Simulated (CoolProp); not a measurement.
Saturation properties of toluene (Tc = 591.7 K, pc = 4.126 MPa, ω = 0.266).

Computed with CoolProp (reference Helmholtz-energy equation of state, Lemmon 2006). It is a short technical equation, of lower accuracy than the large ones.

```json
[
 {"T (K)": "458", "p (MPa)": "0.5678", "vapour density (kg/m³)": "15.87", "enthalpy of vaporisation (kJ/kg)": "304.7", "surface tension (mN/m)": "10.1", "liquid viscosity (µPa s)": "152", "vapour viscosity (µPa s)": "10.4"},
 {"T (K)": "465.9", "p (MPa)": "0.6581", "vapour density (kg/m³)": "18.40", "enthalpy of vaporisation (kJ/kg)": "297.6", "surface tension (mN/m)": "9.35", "liquid viscosity (µPa s)": "144", "vapour viscosity (µPa s)": "10.6"},
 {"T (K)": "473.9", "p (MPa)": "0.7602", "vapour density (kg/m³)": "21.28", "enthalpy of vaporisation (kJ/kg)": "290.0", "surface tension (mN/m)": "8.59", "liquid viscosity (µPa s)": "137", "vapour viscosity (µPa s)": "10.8"},
 {"T (K)": "481.8", "p (MPa)": "0.8721", "vapour density (kg/m³)": "24.51", "enthalpy of vaporisation (kJ/kg)": "282.2", "surface tension (mN/m)": "7.85", "liquid viscosity (µPa s)": "131", "vapour viscosity (µPa s)": "11.0"},
 {"T (K)": "489.7", "p (MPa)": "(withheld)", "vapour density (kg/m³)": "28.16", "enthalpy of vaporisation (kJ/kg)": "274.0", "surface tension (mN/m)": "7.13", "liquid viscosity (µPa s)": "124", "vapour viscosity (µPa s)": "11.2"},
 {"T (K)": "497.7", "p (MPa)": "1.134", "vapour density (kg/m³)": "32.34", "enthalpy of vaporisation (kJ/kg)": "265.2", "surface tension (mN/m)": "6.42", "liquid viscosity (µPa s)": "(withheld)", "vapour viscosity (µPa s)": "11.5"},
 {"T (K)": "505.6", "p (MPa)": "1.285", "vapour density (kg/m³)": "37.03", "enthalpy of vaporisation (kJ/kg)": "256.0", "surface tension (mN/m)": "5.73", "liquid viscosity (µPa s)": "112", "vapour viscosity (µPa s)": "11.7"},
 {"T (K)": "513.5", "p (MPa)": "1.449", "vapour density (kg/m³)": "42.37", "enthalpy of vaporisation (kJ/kg)": "246.2", "surface tension (mN/m)": "5.06", "liquid viscosity (µPa s)": "106", "vapour viscosity (µPa s)": "12.0"},
 {"T (K)": "521.4", "p (MPa)": "1.629", "vapour density (kg/m³)": "48.47", "enthalpy of vaporisation (kJ/kg)": "235.7", "surface tension (mN/m)": "4.41", "liquid viscosity (µPa s)": "99.8", "vapour viscosity (µPa s)": "12.3"},
 {"T (K)": "529.4", "p (MPa)": "1.829", "vapour density (kg/m³)": "55.60", "enthalpy of vaporisation (kJ/kg)": "224.2", "surface tension (mN/m)": "3.78", "liquid viscosity (µPa s)": "93.9", "vapour viscosity (µPa s)": "12.6"},
 {"T (K)": "537.3", "p (MPa)": "2.043", "vapour density (kg/m³)": "63.78", "enthalpy of vaporisation (kJ/kg)": "211.9", "surface tension (mN/m)": "3.17", "liquid viscosity (µPa s)": "88.1", "vapour viscosity (µPa s)": "13.0"},
 {"T (K)": "545.2", "p (MPa)": "2.276", "vapour density (kg/m³)": "73.39", "enthalpy of vaporisation (kJ/kg)": "198.4", "surface tension (mN/m)": "2.59", "liquid viscosity (µPa s)": "82.2", "vapour viscosity (µPa s)": "13.4"},
 {"T (K)": "553.2", "p (MPa)": "2.533", "vapour density (kg/m³)": "85.04", "enthalpy of vaporisation (kJ/kg)": "183.2", "surface tension (mN/m)": "2.03", "liquid viscosity (µPa s)": "76.1", "vapour viscosity (µPa s)": "(withheld)"},
 {"T (K)": "561.1", "p (MPa)": "2.809", "vapour density (kg/m³)": "99.12", "enthalpy of vaporisation (kJ/kg)": "166.2", "surface tension (mN/m)": "1.51", "liquid viscosity (µPa s)": "69.9", "vapour viscosity (µPa s)": "14.5"}
]
```

Task: Complete the blanks.

Result: 
- 489.7, p (MPa): 0.9960
- 497.7, liquid viscosity (µPa s): 118
- 553.2, vapour viscosity (µPa s): 13.9

It boils at 383.7 K under 1 atm.

Viscosity comes from a separate model (Avgeri 2015). Surface tension comes from a separate correlation (Mulero 2012).
